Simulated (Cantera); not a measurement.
Charge: 1 mol SiO₂, 3.8 mol HBr, 9.9 mol N₂, equilibrated at 998 K.

Cantera equilibrium calculation (NASA polynomials, part measured and part estimated; ideal gas, pure solids and liquids). Candidate condensed phases: Br₂, H₂O, Si, SiO₂, Si₂N₂O, Si₃N₄; 45 gas species. The numbers say what is thermodynamically allowed, not how fast it happens.

At 10000 Pa, list the 5 most abundant gas species with their mole fractions, and the condensed phases.

N₂ 0.723, HBr 0.277, H₂ 0.000243, Br 0.000208, Br₂ 0.000139. Condensed: SiO₂(β-quartz).
